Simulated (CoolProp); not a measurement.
A simple Rankine cycle with tetrahydrofuran: condensing at 297.15 K, boiler at 0.42 MPa, turbine inlet 540.7 K, turbine efficiency 0.65, pump efficiency 0.8, no recuperator. Each further row changes one setting.

Values from CoolProp's reference Helmholtz-energy equation of state, Fiedler 2023.

| case | thermal efficiency (%) | net work (kJ/kg) | heat in (kJ/kg) | turbine exit temperature (K) | volume ratio over the turbine |
|---|---|---|---|---|---|
| as stated | 13.4 | 109 | 817 | 479.6 | 18.5 |
| condensing temperature 289.15 K | 14.6 | 121 | 831 | 472.8 | 26.3 |
| boiler pressure 0.294 MPa | 12.0 | 98.0 | 819 | 487.0 | 13.0 |
| turbine efficiency 0.55 | 11.3 | 92.5 | 817 | 489.0 | 18.8 |
